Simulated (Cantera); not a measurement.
Feed: 1 mol SiCl4, 1.6 mol NH3, 1.7 mol N2, at 3.50 mbar.

Cantera equilibrium calculation (NASA polynomials, part measured and part estimated; ideal gas, pure solids and liquids). Candidate condensed phases: NH4Cl, Si, Si3N4; 28 gas species. Kinetics and transport are ignored.

Problem. Which condensed phases are stable at each of these points (T (°C)): 550, 700, 850, 1000, 1150, 1300, 1450, 1600, 1750?

Solution. 
```json
[
 {"T (°C)": "550", "condensed phases": "Si3N4(s)", "Si condensed (%)": "54.0"},
 {"T (°C)": "700", "condensed phases": "Si3N4(s)", "Si condensed (%)": "60.1"},
 {"T (°C)": "850", "condensed phases": "Si3N4(s)", "Si condensed (%)": "63.9"},
 {"T (°C)": "1000", "condensed phases": "Si3N4(s)", "Si condensed (%)": "61.7"},
 {"T (°C)": "1150", "condensed phases": "Si3N4(s)", "Si condensed (%)": "29.6"},
 {"T (°C)": "1300", "condensed phases": "gas only", "Si condensed (%)": "0.0"},
 {"T (°C)": "1450", "condensed phases": "gas only", "Si condensed (%)": "0.0"},
 {"T (°C)": "1600", "condensed phases": "gas only", "Si condensed (%)": "0.0"},
 {"T (°C)": "1750", "condensed phases": "gas only", "Si condensed (%)": "0.0"}
]
```

From 550 °C to 1150 °C the condensed part is Si3N4(s). From 1300 °C to 1750 °C nothing is condensed.
